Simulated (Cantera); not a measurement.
A freely propagating, adiabatic, planar premixed flame of H2 : O2 : N2 = 1 : 0.685 : 2.58 (molar parts), unburnt at 400 K and 6.61 atm; mixture-averaged transport, grid criteria slope 0.08 and curve 0.16, no radiation.

Detailed kinetics in Cantera: the H2/O2 subset of GRI-Mech 3.0, which has no nitrogen chemistry. The hydrogen kinetics of GRI-Mech 3.0 are dated; newer H2 mechanisms differ, most at raised pressure. Burning velocities carry a grid error of a few per cent, more on coarse grids.

Problem. How do the results move with these cheaper or finer settings: unity-Lewis-number transport; multicomponent transport; multicomponent+Soret transport; grid criteria slope 0.5, curve 1; grid criteria slope 0.25, curve 0.5; grid criteria slope 0.03, curve 0.06?

Solution. 
```json
[
 {"setting": "as above", "laminar burning velocity": "120 cm/s", "thermal thickness": "0.0468 mm", "peak x(OH)": "0.00839", "peak x(O)": "0.00340", "grid points": "112"},
 {"setting": "unity-Lewis-number transport", "laminar burning velocity": "178 cm/s", "thermal thickness": "0.0335 mm", "peak x(OH)": "0.0117", "peak x(O)": "0.00607", "grid points": "113"},
 {"setting": "multicomponent transport", "laminar burning velocity": "122 cm/s", "thermal thickness": "0.0458 mm", "peak x(OH)": "0.00849", "peak x(O)": "0.00346", "grid points": "112"},
 {"setting": "multicomponent+Soret transport", "laminar burning velocity": "115 cm/s", "thermal thickness": "0.0464 mm", "peak x(OH)": "0.00845", "peak x(O)": "0.00341", "grid points": "115"},
 {"setting": "grid criteria slope 0.5, curve 1", "laminar burning velocity": "122 cm/s", "thermal thickness": "0.0556 mm", "peak x(OH)": "0.00711", "peak x(O)": "0.00300", "grid points": "34"},
 {"setting": "grid criteria slope 0.25, curve 0.5", "laminar burning velocity": "125 cm/s", "thermal thickness": "0.0494 mm", "peak x(OH)": "0.00816", "peak x(O)": "0.00339", "grid points": "52"},
 {"setting": "grid criteria slope 0.03, curve 0.06", "laminar burning velocity": "126 cm/s", "thermal thickness": "0.0448 mm", "peak x(OH)": "0.00892", "peak x(O)": "0.00359", "grid points": "254"}
]
```
Unity Lewis numbers drop preferential diffusion, which matters most where H2 and H carry the flame; Soret adds thermal diffusion.
